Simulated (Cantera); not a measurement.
Input (Python, Cantera) and output of one run.

```python
import numpy as np
import cantera as ct

gas_names = [...]  # 115 gases of nasa_gas.yaml made of C, Ca, H, O
cond_names = """
    C(gr) C6H6(L) C7H8(L) C8H18(L),n-octa Ca(a) Ca(b) Ca(L) CaCO3(caL) CaO(s) CaO(L) CaO2H2(s) H2O(s)
    H2O(L)
""".split()


# ... load() reads the species with a 1 bar reference pressure and builds the phases ...
atoms = {
    'Ca(OH)2': {'Ca': 1, 'O': 2, 'H': 2},
    'C': {'C': 1},
    'O2': {'O': 2},
}
top_T = {'C(gr)': 4500}  # K; cautious upper limits of use, not melting points


# ... equilibrate(T, P, feed) seeds the gas with the atoms and calls Mixture.equilibrate('TP', solver="vcs", rtol=1e-11, max_steps=5000) ...
results = []
feed = {'Ca(OH)2': 1, 'C': 0.84, 'O2': 0.085}  # mol
P = 910  # Pa
for T in [1600, 1650, 1700, 1750, 1800, 1850, 1900, 1950, 2000, 2050, 2100, 2150]:
    mix = equilibrate(T, P, feed)
    results.append((T, P, feed, dict(zip(mix.species_names, mix.species_moles))))

top = {s: max(r[3][s] / sum(r[3][g] for g in gas_names) for r in results) for s in gas_names}
cols = sorted((s for s in top if top[s] > 1e-05), key=lambda s: -top[s])[:7]
seen = [c for c in cond_names if any(r[3].get(c, 0) > 1e-12 for r in results)]
print("log10 of partial pressures in bar; condensed amounts in mol")
print(f"{'T/K':>10s}" + "".join(f"{s[:9]:>10s}" for s in cols + seen))
for T, P, feed, n in results:
    ng = sum(n[g] for g in gas_names)
    print(f"{T:10.4g}" + "".join(f"{np.log10(max(n[s] / ng * P / 1e5, 1e-99)):10.3f}" for s in cols)
          + "".join(f"{n.get(c, 0):10.4g}" for c in seen))
```

It prints:

```
log10 of partial pressures in bar; condensed amounts in mol
       T/K        CO        H2       H2O       CO2         H        OH        Ca    CaO(s)
      1600    -2.427    -2.429    -2.913    -3.388    -5.479    -7.370    -9.990         1
      1650    -2.425    -2.432    -2.907    -3.407    -5.257    -7.078    -9.462         1
      1700    -2.423    -2.434    -2.901    -3.424    -5.049    -6.803    -8.965         1
      1750    -2.421    -2.436    -2.897    -3.441    -4.851    -6.544    -8.497         1
      1800    -2.420    -2.438    -2.893    -3.457    -4.665    -6.300    -8.056         1
      1850    -2.419    -2.440    -2.889    -3.472    -4.489    -6.069    -7.639         1
      1900    -2.418    -2.443    -2.886    -3.486    -4.322    -5.851    -7.245         1
      1950    -2.418    -2.446    -2.884    -3.499    -4.164    -5.644    -6.872    0.9999
      2000    -2.418    -2.449    -2.882    -3.512    -4.013    -5.447    -6.519    0.9999
      2050    -2.418    -2.453    -2.881    -3.524    -3.871    -5.260    -6.184    0.9997
      2100    -2.418    -2.458    -2.881    -3.535    -3.736    -5.083    -5.865    0.9995
      2150    -2.419    -2.465    -2.882    -3.545    -3.607    -4.913    -5.563    0.9991
```

Method: chemical equilibrium by Gibbs-energy minimisation in Cantera with the NASA 1993 tables (ideal gas, pure condensed phases).
